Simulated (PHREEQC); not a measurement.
## Copper plating or etch bath: an equilibrium model

A solution holds 0.18 mol/kgw CuSO4, 0.014 mol/kgw H3BO3 and 0.14 mol/kgw TMAH, at 25 °C. Closed to the air; pH follows from the charge balance.

The numbers come from PHREEQC with the ion-association model, wateq4f.dat.

This is a speciation only: nothing precipitates in the calculation.

### Question
What pH does the model give?

### Answer
pH 6.69.

### Question
In which forms is S present?

### Answer
SO4-2 87 %, CuSO4 13 % of the S.

The solution is supersaturated, for example in Brochantite, Antlerite, so a real one may precipitate; this is no full list. Species that the database lacks are ignored. (CH3)4N+ isn't in the database: it is added as a free cation with an ion size of 4 Å.
